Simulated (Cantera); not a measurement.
Charge: 1 mol MgO, 7.9 mol O₂, 1.2 mol N₂, 0.91 mol SO₃, at 750 Torr.

Method: chemical equilibrium by Gibbs-energy minimisation in Cantera with the NASA 1993 tables (ideal gas, pure condensed phases). Candidate condensed phases: Mg, MgO, MgS, MgSO₄, S; 22 gas species. Equilibrium is a limit: real reactors are often held back by kinetics, nucleation or transport.

At 1523 K, list the 5 most abundant gas species with their mole fractions, and the condensed phases.

O₂ 0.798, N₂ 0.114, SO₂ 0.0846, SO₃ 0.00251, NO 0.00101. Condensed: MgO(s).
